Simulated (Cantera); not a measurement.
Feed: 1 mol CaO, 0.86 mol O2, 0.2 mol H2O, at 1873 K and 0.100 bar.

Method: chemical equilibrium by Gibbs-energy minimisation in Cantera with the NASA 1993 tables (ideal gas, pure condensed phases). Candidate condensed phases: Ca, CaO, Ca(OH)2, H2O; 14 gas species. Kinetics and transport are ignored.

Base state: O2 0.809, H2O 0.187, OH 0.00359, O 0.000672, H2 6.79e-5, H 1.68e-5 (mole fractions); condensed: CaO(s).

### Question
What changes in the equilibrium state with this change: temperature from 1873 K to 1025 K?

### Answer
```csv
species,before,after
O2,0.809,0.811
H2O,0.187,0.189
OH,0.00359,6.34e-7
O,0.000672,<1e-9
H2,6.79e-5,<1e-9
H,1.68e-5,<1e-9
"CaO(s), mol",1.000,1.00
```
